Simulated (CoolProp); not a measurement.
A single-stage vapour-compression cycle with chlorine: evaporating at 199.15 K (dew point), condensing at 224.15 K (bubble point), superheat 5 K, subcooling 5 K, compressor efficiency 0.65, no pressure losses. Each further row changes one setting.

The numbers come from the reference Helmholtz-energy equation of state, Thol 2021 in CoolProp.

```
case                              cooling COP  pressure ratio  discharge temperature (K)  refrigerating effect (kJ/kg)  volumetric capacity (kJ/m³)
--------------------------------  -----------  --------------  -------------------------  ----------------------------  ---------------------------
as stated                                4.51            4.30                      342.0                           292                          142
evaporating temperature 204.15 K         5.96            3.11                      314.8                           294                          193
condensing temperature 219.15 K          5.78            3.31                      314.3                           297                          144
subcooling 10 K                          4.58            4.30                      342.0                           297                          144
superheat 15 K                           4.37            4.30                      357.5                           296                          137
compressor efficiency 0.55               3.81            4.30                      365.9                           292                          142
```
